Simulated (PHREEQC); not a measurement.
A PHREEQC input (ion-association model, phreeqc.dat):

```
SOLUTION 1
  temp 25
  units mg/L
  pH 6.37
  pe 11
  Na 0.16
  K 1.53
  Ca 1.15
  Mg 0.166
  Cl 3.01
  S(6) 0.714 as SO4
  Alkalinity 1.03 as HCO3
  Ba 0.0373
  Si 0.011 as SiO2
END
USE solution 8
EQUILIBRIUM_PHASES 1
  Gypsum 0 0
  Quartz 0 0.5
  CO2(g) -2.5 10
END
```

It stops with these messages:

```
ERROR: Solution 8 not found.
```

The fault: USE names a solution that was never defined. The line should read `USE solution 1` where the input has `USE solution 8`. With the mend the run ends at pH 5.60 and ionic strength 0.000163 mol/kgw.
